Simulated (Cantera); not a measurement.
A closed system holds: 1 mol SiO₂, a varied amount of H₂, 0.12 mol Si, at 0.000830 bar.

Method: chemical equilibrium by Gibbs-energy minimisation in Cantera with the NASA 1993 tables (ideal gas, pure condensed phases). Candidate condensed phases: H₂O, Si, SiO₂; 18 gas species. The tables hold silica as quartz up to 1696 K and as liquid above; real silica turns to tridymite and cristobalite and melts near 1996 K. Kinetics and transport are ignored.

Stable condensed phases, one row left out:

```
T in °C \ n(H₂) in mol
         0.15 0.25 0.39 0.63    1  1.6  2.6  4.1  6.5
   2702     A    A    A    A    A    A    A    A    A
   2602     A    A    A    A    A    A    A    A    A
   2502     A    A    A    A    A    A    A    A    A
   2402     A    A    A    A    A    A    A    A    A
   2302     A    A    A    A    A    A    A    A    A
   2202     A    A    A    A    A    A    A    A    A
   2002     B    B    A    A    A    A    A    A    A
   1902     B    B    B    B    B    A    A    A    A
```

A: gas only; B: SiO₂.

Problem. Give the row for 2102 °C.

Solution. 0.15: gas only; 0.25: gas only; 0.39: gas only; 0.63: gas only; 1: gas only; 1.6: gas only; 2.6: gas only; 4.1: gas only; 6.5: gas only.
